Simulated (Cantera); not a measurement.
Input: 1 mol CH2F2, 1.2 mol CH4, 13 mol H2, equilibrated at 22000 Pa.

Equilibrium computed with Cantera from the NASA thermochemical tables; the gas is ideal and each condensed phase is pure. Candidate condensed phases: C, C6H6, C7H8, C8H18; 95 gas species. The numbers say what is thermodynamically allowed, not how fast it happens.

### Question
Which condensed phases are stable at each of these points (T (K)): 1923, 2123, 2323, 2523, 2723, 2923, 3123, 3323?

### Answer
| T (K) | condensed phases | C condensed (%) |
|---|---|---|
| 1923 | C(graphite) | 99.3 |
| 2123 | C(graphite) | 97.6 |
| 2323 | C(graphite) | 93.3 |
| 2523 | C(graphite) | 83.7 |
| 2723 | C(graphite) | 66.0 |
| 2923 | C(graphite) | 35.6 |
| 3123 | gas only | 0.0 |
| 3323 | gas only | 0.0 |

From 1923 K to 2923 K the condensed part is C(graphite). From 3123 K to 3323 K nothing is condensed.
